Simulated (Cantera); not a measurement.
An adiabatic, constant-pressure homogeneous reactor starts with CO : H₂ : O₂ : N₂ = 1 : 0.18 : 0.983 : 3.7 (molar parts), at 1250 K and 5.00 bar.

Cantera simulation using GRI-Mech 3.0 (53 species, 325 reactions); the numbers are that mechanism's predictions, not measurements. The hydrogen kinetics of GRI-Mech 3.0 are dated; newer H2 mechanisms differ, most at raised pressure.

**Question.** Predict: time of steepest temperature rise; temperature at 0.200 s; equilibrium temperature; x(CO) at 0.200 s; x(H₂) at 0.200 s; x(O₂) at 0.200 s; x(CO₂) at 0.200 s; x(NO) at 0.200 s; x(N₂O) at 0.200 s; x(OH) at 0.200 s.

**Answer.** 
| Quantity | Value |
|---|---|
| time of steepest temperature rise | 21.5 µs |
| temperature at 0.200 s | 2580 K |
| equilibrium temperature | 2580 K |
| x(CO) at 0.200 s | 0.0160 (gas-phase equilibrium 0.0160) |
| x(H₂) at 0.200 s | 0.000443 (gas-phase equilibrium 0.000443) |
| x(O₂) at 0.200 s | 0.0721 (gas-phase equilibrium 0.0721) |
| x(CO₂) at 0.200 s | 0.172 (gas-phase equilibrium 0.172) |
| x(NO) at 0.200 s | 0.0145 (gas-phase equilibrium 0.0145) |
| x(N₂O) at 0.200 s | 1.68e-6 (gas-phase equilibrium 1.68e-6) |
| x(OH) at 0.200 s | 0.00522 (gas-phase equilibrium 0.00522) |
